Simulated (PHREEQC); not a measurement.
Dissolve 39 mmol/kgw NaOH, 2.5 mmol/kgw BaCl2 and 5.5 mmol/kgw LiCl at 73 °C. Closed to the air; pH follows from the charge balance.

The numbers come from PHREEQC with the ion-association model, phreeqc.dat.

Precipitation was switched off in this run.

**Question.** What pH, specific conductance, density does the model give?

**Answer.** pH 11.22; specific conductance 21600 µS/cm; density 0.978 g/cm³.

Complexes and solids missing from the database can't appear. At this temperature some constants are extrapolated from 25 °C, and those without enthalpy data are left unchanged.
